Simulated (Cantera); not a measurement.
Adiabatic ignition

An adiabatic, constant-volume homogeneous reactor starts with CH3OH : O2 : N2 = 1 : 2.59 : 9.72 (molar parts), equivalence ratio 0.58, at 1173 K and 1.00 atm.

Cantera simulation using GRI-Mech 3.0 (53 species, 325 reactions); the numbers are that mechanism's predictions, not measurements. GRI-Mech 3.0 was tuned for natural gas; its chemistry of methanol as a main component is partial and can be far from experiment.

```csv
t (s),T (K),P (bar),x CH3OH,x O2,x CO,x O,x H,x N2O,x C2H
8.00e-6,1173,1.01,0.0751,0.195,3.38e-9,2.90e-11,2.18e-10,<1e-12,<1e-12
1.87e-5,1173,1.01,0.0751,0.195,7.91e-9,2.95e-11,2.22e-10,<1e-12,<1e-12
4.37e-5,1173,1.01,0.0751,0.195,1.85e-8,3.04e-11,2.30e-10,<1e-12,<1e-12
0.000102,1173,1.01,0.0751,0.195,4.34e-8,3.15e-11,2.40e-10,<1e-12,<1e-12
0.000239,1173,1.01,0.0751,0.195,1.02e-7,3.23e-11,2.48e-10,<1e-12,<1e-12
0.000559,1173,1.01,0.0751,0.195,2.41e-7,3.32e-11,2.61e-10,2.12e-12,<1e-12
0.00131,1173,1.01,0.0751,0.195,5.80e-7,3.68e-11,3.12e-10,1.18e-11,<1e-12
0.00306,1173,1.01,0.0751,0.195,1.49e-6,5.43e-11,5.56e-10,6.40e-11,<1e-12
0.00715,1173,1.01,0.0750,0.195,5.95e-6,1.74e-10,2.22e-9,3.59e-10,<1e-12
0.0167,2557,2.32,<1e-12,0.0780,0.00753,0.00353,0.00106,9.94e-7,<1e-12
0.0391,2536,2.30,<1e-12,0.0720,0.00710,0.00307,0.000948,1.06e-6,<1e-12
0.0914,2536,2.30,<1e-12,0.0719,0.00710,0.00307,0.000947,1.06e-6,<1e-12
0.214,2536,2.30,<1e-12,0.0719,0.00710,0.00307,0.000947,1.06e-6,<1e-12
0.500,2536,2.30,<1e-12,0.0719,0.00710,0.00307,0.000947,1.06e-6,<1e-12
```
x: mole fraction; the columns are a selection and need not sum to one.

```json
{
  "time_of_steepest_temperature_rise": "16.4 ms",
  "temperature at 0.500 s": "2536 K",
  "equilibrium_temperature": "2536 K",
  "x(CH3OH) at 0.500 s": "<1e-12 (gas-phase equilibrium <1e-12)",
  "x(O2) at 0.500 s": "0.0719 (gas-phase equilibrium 0.0719)",
  "x(CO) at 0.500 s": "0.00710 (gas-phase equilibrium 0.00710)"
}
```
